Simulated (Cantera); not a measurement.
Feed: 1 mol Cu, 0.23 mol CO, 1.7 mol N₂, equilibrated at 950 K and 0.000340 bar.

These are equilibrium values from Cantera (NASA tables, ideal gas, pure condensed phases), not measurements of a reactor. Candidate condensed phases: C, Cu, CuO, Cu₂O; 27 gas species. Kinetics and transport are ignored.

Base state: N₂ 0.881, CO 0.119 (mole fractions); condensed: Cu(s).

**Question.** What changes in the equilibrium state with this change: Cu replaced by Fe?

**Answer.** 
```
species     before  after
----------  ------  -----
N₂           0.881  0.881
CO           0.119  0.119
Cu(s), mol    1.00      0
Fe(α), mol       0   1.00
```
Further candidate phases: Fe, Fe(CO)₅, FeO, Fe₂O₃, Fe₃O₄.

**Question.** What changes in the equilibrium state with this change: 0.027 mol NH₃ added?

**Answer.** 
```csv
species,before,after
N₂,0.881,0.864
CO,0.119,0.116
H₂,0,0.0204
"Cu(s), mol",1.00,1.00
```
Further candidate phases: C₆H₆, C₇H₈, C₈H₁₈, Cu(OH)₂, H₂O.

**Question.** What changes in the equilibrium state with this change: Cu replaced by Si?

**Answer.** 
| species | before | after |
|---|---|---|
| N₂ | 0.881 | 1.00 |
| CO | 0.119 | 4.12e-9 |
| Cu(s), mol | 1.00 | 0 |
| C(graphite), mol | 0 | 0.230 |
| Si₂N₂O(s), mol | 0 | 0.230 |
| Si₃N₄(s), mol | 0 | 0.180 |
N₂ is the only nitrogen source here; it is nearly inert below about 1500 K, so the nitride shown seldom forms there in practice. Further candidate phases: Si, SiC, SiO₂, Si₂N₂O, Si₃N₄.
